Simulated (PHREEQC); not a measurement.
Dissolve 1.1 mmol/kgw H2SO4, 0.83 mmol/kgw Li2SO4 and 57 mmol/kgw MnSO4 at 25 °C. Closed to the air; pH follows from the charge balance.

Computed with PHREEQC (ion-association model, wateq4f.dat).

No solid was allowed to form.

Q: Order these S species by the share of S that they hold, largest first: HSO4-, LiSO4-, SO4-2, MnSO4.

A: SO4-2 (57 %), MnSO4 (40 %), HSO4- (2.0 %), LiSO4- (0.14 %)

The pH is 3.09 and the ionic strength 0.136 mol/kgw.
